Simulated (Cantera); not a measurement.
An isothermal, constant-pressure homogeneous reactor starts with CH4 : H2O = 1 : 4.1 (molar parts), at 1473 K and 2400000 Pa. Integrator tolerance rtol = 1e-08.

Cantera simulation using GRI-Mech 3.0 (53 species, 325 reactions); the numbers are that mechanism's predictions, not measurements. The pressure lies above the range GRI-Mech 3.0 was tuned for (to about 10 atm).

Task: What does this change do: temperature 1473 to 2050 K?

Result: 
```csv
quantity,before,after
x(CH4) at 20.0 s,0.0512 (gas-phase equilibrium 8.71e-5),4.74e-7 (gas-phase equilibrium 5.13e-7)
x(H2O) at 20.0 s,0.496 (gas-phase equilibrium 0.400),0.414 (gas-phase equilibrium 0.414)
x(OH) at 20.0 s,5.65e-8 (gas-phase equilibrium 3.99e-8),3.15e-5 (gas-phase equilibrium 3.15e-5)
x(CH2CO) at 20.0 s,1.62e-7 (gas-phase equilibrium 2.98e-10),5.91e-11 (gas-phase equilibrium 6.40e-11)
x(CO) at 20.0 s,0.0657 (gas-phase equilibrium 0.104),0.118 (gas-phase equilibrium 0.118)
```

Task: What does this change do: H2O 4.1 to 1.8 parts?

Result: 
```
quantity                                              before                                    after
------------------  ----------------------------------------  ---------------------------------------
x(CH4) at 20.0 s      0.0512 (gas-phase equilibrium 8.71e-5)    0.135 (gas-phase equilibrium 0.00115)
x(H2O) at 20.0 s         0.496 (gas-phase equilibrium 0.400)      0.320 (gas-phase equilibrium 0.150)
x(OH) at 20.0 s      5.65e-8 (gas-phase equilibrium 3.99e-8)  3.35e-8 (gas-phase equilibrium 1.27e-8)
x(CH2CO) at 20.0 s  1.62e-7 (gas-phase equilibrium 2.98e-10)  5.23e-7 (gas-phase equilibrium 5.13e-9)
x(CO) at 20.0 s         0.0657 (gas-phase equilibrium 0.104)     0.0971 (gas-phase equilibrium 0.190)
```

Task: What does this change do: H2O 4.1 to 1.9 parts?

Result: 
```csv
quantity,before,after
x(CH4) at 20.0 s,0.0512 (gas-phase equilibrium 8.71e-5),0.128 (gas-phase equilibrium 0.000962)
x(H2O) at 20.0 s,0.496 (gas-phase equilibrium 0.400),0.331 (gas-phase equilibrium 0.165)
x(OH) at 20.0 s,5.65e-8 (gas-phase equilibrium 3.99e-8),3.48e-8 (gas-phase equilibrium 1.41e-8)
x(CH2CO) at 20.0 s,1.62e-7 (gas-phase equilibrium 2.98e-10),4.90e-7 (gas-phase equilibrium 4.23e-9)
x(CO) at 20.0 s,0.0657 (gas-phase equilibrium 0.104),0.0954 (gas-phase equilibrium 0.184)
```
